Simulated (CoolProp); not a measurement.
Isobutene along the isotherm 448.4 K: fugacity coefficient from the reference equation and from simpler models built on Tc = 418.1 K, pc = 4.016 MPa, ω = 0.193; each cubic takes its own stable root.

Computed with CoolProp (reference Helmholtz-energy equation of state, Lemmon 2005). It is a short technical equation, of lower accuracy than the large ones.

```csv
p (MPa),phase,reference,van der Waals,Soave-Redlich-Kwong
1.83,gas,0.8771,0.8870,0.8801
3.65,gas,0.7592,0.7745,0.7661
5.48,supercritical,___,0.6516,0.6542
7.3,supercritical,0.5383,___,0.5563
9.13,supercritical,0.4666,___,0.4887
11,supercritical,0.4174,0.4448,0.4418
12.8,supercritical,___,0.4176,0.4097
14.6,supercritical,___,___,0.3862
16.4,supercritical,0.3408,0.3857,0.3686
18.3,supercritical,0.3260,0.3766,___
20.1,supercritical,0.3153,0.3713,0.3446
```

Question: What belongs in the gaps?

Answer: 
- 5.48, reference: 0.6428
- 7.3, van der Waals: 0.5500
- 9.13, van der Waals: 0.4866
- 12.8, reference: 0.3839
- 14.6, reference: 0.3593
- 14.6, van der Waals: 0.3987
- 18.3, Soave-Redlich-Kwong: 0.3546
